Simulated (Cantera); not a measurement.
A closed system holds: 1 mol SiHCl₃, 0.013 mol C₂H₂, 25 mol H₂, at 19000 Pa.

These are equilibrium values from Cantera (NASA tables, ideal gas, pure condensed phases), not measurements of a reactor. Candidate condensed phases: C, C₆H₆, C₇H₈, C₈H₁₈, Si, SiC; 109 gas species. Mutual solubility and eutectic melting of coexisting phases are not modelled. The tables' values for SiCl₃ are old estimates; treat these amounts as uncertain. Rates play no part.

log p: log10 of the partial pressure in bar; n: condensed amount in mol.

```tsv
T (°C)	log p H₂	log p HCl	log p SiCl₄	log p SiCl₂	log p SiHCl₃	log p SiCl₃	n Si(s)	n SiC(s)
675	-0.74	-2.85	-2.46	-4.79	-2.69	-4.39	…	0.0258
775	-0.74	-2.50	-2.51	-3.98	-2.75	-3.88	…	0.0258
875	-0.75	-2.22	-2.63	-3.36	-2.85	-3.52	…	0.0259
975	-0.75	-2.03	-2.87	-2.91	-3.04	-3.32	…	0.0259
1075	-0.76	-1.93	-3.29	-2.64	-3.37	-3.32	0.447	0.0259
1175	-0.76	-1.88	-3.87	-2.52	-3.81	-3.48	0.453	0.0259
1275	-0.76	-1.87	-4.47	-2.47	-4.27	-3.69	0.444	0.0259
```

Q: Fill in the missing entries.

A: 
- 675, n Si(s): 0.191
- 775, n Si(s): 0.252
- 875, n Si(s): 0.334
- 975, n Si(s): 0.409
